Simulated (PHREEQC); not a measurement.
NH3 is added in steps, without added water, to 1 kg of water holding 15 mmol/kgw NaH2PO4 and 1.2 mmol/kgw H2SO4, at 25 °C. Oxygen is held at 0.21 atm. CO2 is held at log p = -3.4 (atm). The run lets Mirabilite, Nahcolite, Natron precipitate or redissolve, and no other solid.

Base run: PHREEQC, ion-association model, wateq4f.dat. Each further column changes one thing. The table gives HCO3- (mol/kgw).

```tsv
NH3 added (mol)	base	metal-ligand complexes left out	database phreeqc.dat	all activity coefficients set to 1	Davies equation for every ion
0	8.37e-9	8.38e-9	8.37e-9	7.72e-9	8.45e-9
0.005	1.48e-5	1.50e-5	1.48e-5	1.95e-5	1.48e-5
0.0075	3.53e-5	3.59e-5	3.53e-5	4.75e-5	3.52e-5
0.0125	0.000129	0.000131	0.000129	0.000175	0.000129
0.015	0.000272	0.000275	0.000272	0.000353	0.000271
0.02	0.00146	0.00147	0.00148	0.00145	0.00146
0.025	0.00327	0.00329	0.00332	0.00306	0.00328
0.0275	0.00413	0.00416	0.00420	0.00385	0.00414
0.0325	0.00572	0.00578	0.00583	0.00533	0.00574
0.035	0.00646	0.00653	0.00658	0.00602	0.00648
0.04	0.00785	0.00794	0.00799	0.00732	0.00787
```

H3PO4, which wateq4f.dat lacks, is added to it with the constant of phreeqc.dat.  phreeqc.dat and wateq4f.dat share most of their constants, so their agreement is no independent check.
